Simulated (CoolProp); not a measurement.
Properties of toluene at several states (Tc = 591.7 K, pc = 4.126 MPa, ω = 0.266).

Values from CoolProp's reference Helmholtz-energy equation of state, Lemmon 2006. It is a short technical equation, of lower accuracy than the large ones.

```tsv
T (K)	p (MPa)	phase	conductivity (mW/(m K))	Prandtl number
212.7	0.0143	liquid	152	27.4
224	3.69	liquid	151	20.8
619.5	0.0141	gas	43.4	0.710
293.9	0.458	liquid	132	7.48
498.9	22.6	liquid	97.2	3.76
538.3	1.93	gas	36.1	0.873
```

Viscosity comes from a separate model (Avgeri 2015). Thermal conductivity comes from a separate model (Assael 2012).
